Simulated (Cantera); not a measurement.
Feed: 1 mol SiH4, 0.3 mol C2H2, 100 mol H2, equilibrated at 825 °C and 100000 Pa.

Method: chemical equilibrium by Gibbs-energy minimisation in Cantera with the NASA 1993 tables (ideal gas, pure condensed phases). Candidate condensed phases: C, C6H6, C7H8, C8H18, Si, SiC; 87 gas species. Mutual solubility and eutectic melting of coexisting phases are not modelled. Equilibrium is a limit: real reactors are often held back by kinetics, nucleation or transport.

Base state: H2 1.000, CH4 3.12e-5 (mole fractions); condensed: Si(s) + SiC(s).

Task: What changes in the equilibrium state with this change: temperature from 825 °C to 1950 °C?

Result: 
| species | before | after |
|---|---|---|
| H2 | 1.000 | 0.993 |
| H | 2.48e-8 | 0.00639 |
| Si | <1e-9 | 0.000460 |
| SiH2 | 1.26e-9 | 0.000329 |
| SiH | <1e-9 | 0.000194 |
| C2H2 (acetylene) | <1e-9 | 3.82e-5 |
| Si2C | <1e-9 | 2.92e-5 |
| Si(s), mol | 0.403 | 0 |
| SiC(s), mol | 0.597 | 0.586 |
| Si(l), mol | 0 | 0.305 |
Gases not in the tables: Si2H6 and higher silanes.
